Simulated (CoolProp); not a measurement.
Carbon monoxide at several states: fugacity coefficient from the reference equation and from simpler models built on Tc = 132.9 K, pc = 3.498 MPa, ω = 0.050; each cubic takes its own stable root.

Values from CoolProp's reference Helmholtz-energy equation of state, Lemmon 2006. It is a short technical equation, of lower accuracy than the large ones.

```json
[
 {"T (K)": "120", "p (MPa)": "0.266", "phase": "gas", "reference": "0.9661", "Redlich-Kwong": "0.9655", "Soave-Redlich-Kwong": "0.9654", "Peng-Robinson": "0.9623"},
 {"T (K)": "349.1", "p (MPa)": "0.195", "phase": "gas", "reference": "1.000", "Redlich-Kwong": "0.9997", "Soave-Redlich-Kwong": "1.000", "Peng-Robinson": "0.9997"},
 {"T (K)": "431", "p (MPa)": "7.98", "phase": "supercritical", "reference": "1.027", "Redlich-Kwong": "1.013", "Soave-Redlich-Kwong": "1.035", "Peng-Robinson": "1.018"},
 {"T (K)": "317.4", "p (MPa)": "8.79", "phase": "supercritical", "reference": "0.9939", "Redlich-Kwong": "0.9792", "Soave-Redlich-Kwong": "1.008", "Peng-Robinson": "0.9793"}
]
```
